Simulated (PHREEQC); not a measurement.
Model water analysis in mg/kgw, 30 °C, pH 2.43, pe 8.5:

| constituent | mg/kgw |
|---|---|
| Na | 142 |
| K | 43.9 |
| Ca | 23.4 |
| Mg | 9.85 |
| Cl | 57 |
| S(6) as SO4 | 718 |
| O(0) (dissolved oxygen) | 0.229 |

Na is adjusted to close the charge balance.
Valence states are taken as typed.

Model: ion-association model, wateq4f.dat, run in PHREEQC.

```
quantity                     before     after
-------------------------  --------  --------
ionic strength (mol/kgw)     0.0205    0.0187
SO4-2 (mol/kgw)             0.00554   0.00468
HSO4- (mol/kgw)             0.00148   0.00231
Ca+2 (mol/kgw)             0.000418  0.000413
Mg+2 (mol/kgw)             0.000271  0.000233
SI of Gypsum (CaSO4:2H2O)     -1.53     -1.56
SI of Halite (NaCl)           -6.63     -6.73
```

**Question.** Which change was made?
(A) temperature from 30 to 55 °C at the same typed pH
(B) Cl from 57 to 114 mg/kgw
(C) all concentrations times 4 at the same typed pH

**Answer.** A, temperature from 30 to 55 °C at the same typed pH

This is a speciation only: nothing precipitates in the calculation. Away from 25 °C the constants follow the database's enthalpies or fits; those with neither stay at their 25 °C values.
